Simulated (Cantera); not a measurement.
Feed: 1 mol HMDSO, 9.1 mol CO₂, 7.2 mol H₂, equilibrated at 477 °C and 0.130 bar.

Method: chemical equilibrium by Gibbs-energy minimisation in Cantera with the NASA 1993 tables (ideal gas, pure condensed phases). Candidate condensed phases: C, C₆H₆, C₇H₈, C₈H₁₈, H₂O, Si, SiC, SiO₂; 123 gas species. The feed counts by its element totals alone. The numbers say what is thermodynamically allowed, not how fast it happens.

Base state: H₂ 0.402, H₂O 0.260, CO₂ 0.216, CH₄ 0.0671, CO 0.0547 (mole fractions); condensed: C(graphite) + SiO₂(α-quartz).

Q: What changes in the equilibrium state with this change: H₂ from 7.2 to 0.23 mol?

A: 
| species | before | after |
|---|---|---|
| CO₂ | 0.216 | 0.350 |
| H₂ | 0.402 | 0.298 |
| H₂O | 0.260 | 0.245 |
| CH₄ | 0.0671 | 0.0369 |
| CO | 0.0547 | 0.0696 |
| C(graphite), mol | 8.22 | 8.26 |
| SiO₂(α-quartz), mol | 2.00 | 2.00 |
